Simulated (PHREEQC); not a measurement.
A solution holds 0.016 mol/kgw H2S, 0.00031 mol/kgw HCl and 0.12 mol/kgw ZnCl2, at 25 °C. Closed to the air; pH follows from the charge balance.

All values are PHREEQC results (ion-association model, wateq4f.dat), not measurements.

This is a speciation only: nothing precipitates in the calculation.

Q: Estimate the pH, activity of water.

A: pH 1.94; activity of water 0.994.

Q: In which forms is Cl present?

A: Cl- 91 %, ZnCl+ 6.6 %, ZnCl2 1.3 %, ZnCl3- 0.5 % of the Cl.

Saturation is exceeded, for instance for ZnS(a), Sphalerite (slow to form); the values hold only as long as no solid forms. The polysulfide entries of wateq4f.dat were taken out for this run.
